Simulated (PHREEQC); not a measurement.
NaOH is added in steps, without added water, to 1 kg of water holding 0.0006 mol Ag2SO4, 0.013 mol KNO3 and 0.0041 mol Zn(NO3)2, at 25 °C. Oxygen alone is held at its pressure in air (log pO2 = -0.68). CO2 from the air is kept out. Solids allowed: Zn(OH)2-e, Zn4(OH)6SO4, Ag2O, Ag2SO4, Mirabilite, Goslarite. Others were left out.

Base run: PHREEQC, ion-association model, wateq4f.dat. Each further column changes one thing. The table gives ZnSO4 (mol/kgw).

```tsv
NaOH added (mol)	base	diluted 10-fold with water	KNO3 left out	Ag2SO4 replaced by CaSO4 at the same molality	no solid may form
0	0.000126	3.41e-6	0.000161	0.000123	0.000126
0.000875	0.000115	1.34e-10	0.000149	0.000112	0.000112
0.002625	9.24e-5	1.34e-13	0.000121	9.01e-5	8.67e-5
0.0035	8.01e-5	(withheld)	0.000106	7.80e-5	7.36e-5
0.004375	6.70e-5	3.16e-14	8.99e-5	6.53e-5	6.00e-5
0.006125	3.85e-5	1.36e-14	5.29e-5	3.74e-5	3.19e-5
0.007	2.29e-5	0	3.19e-5	2.23e-5	1.76e-5
0.007875	6.36e-6	0	8.97e-6	6.17e-6	4.29e-6
0.009625	3.25e-11	0	3.82e-11	1.51e-12	6.20e-9
0.0105	2.48e-12	0	(withheld)	5.76e-13	1.95e-9
0.01137	7.88e-13	0	(withheld)	3.01e-13	8.39e-10
0.01312	2.21e-13	0	2.47e-13	1.24e-13	2.42e-10
0.014	1.45e-13	0	1.61e-13	8.90e-14	1.48e-10
```

Task: Some entries are withheld; supply them.

Result: 
- 0.0035, diluted 10-fold with water: 5.75e-14
- 0.0105, KNO3 left out: 2.80e-12
- 0.01137, KNO3 left out: 8.84e-13

 In at least one series the solution becomes supersaturated in solids that the run did not let form, among them Zn(OH)2-e, Zn4(OH)6SO4, Ag2O. Solids allowed in the column 'Ag2SO4 replaced by CaSO4 at the same molality': Gypsum, Portlandite, Zn(OH)2-e, Zn4(OH)6SO4, Mirabilite, Goslarite.
